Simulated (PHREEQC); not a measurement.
**Nickel, zinc or cadmium bath**

A solution holds 0.012 mol/kgw NiSO4, 0.00025 mol/kgw NaOH and 0.18 mol/kgw NiCl2, at 70 °C. Closed to the air; pH follows from the charge balance.

Model: ion-association model, wateq4f.dat, run in PHREEQC.

No solid was allowed to form.

### Question
What pH, ionic strength, activity of water does the model give?

### Answer
pH 6.35; ionic strength 0.471 mol/kgw; activity of water 0.991.

### Question
In which forms is Cl present?

### Answer
Cl- 86 %, NiCl+ 7.1 %, NiCl2 6.4 % of the Cl.

Complexes and solids missing from the database can't appear. In wateq4f.dat the enthalpy of Ni(OH)2 has the wrong sign, so its saturation index can't be trusted away from 25 °C. At this temperature some constants are extrapolated from 25 °C, and those without enthalpy data are left unchanged.
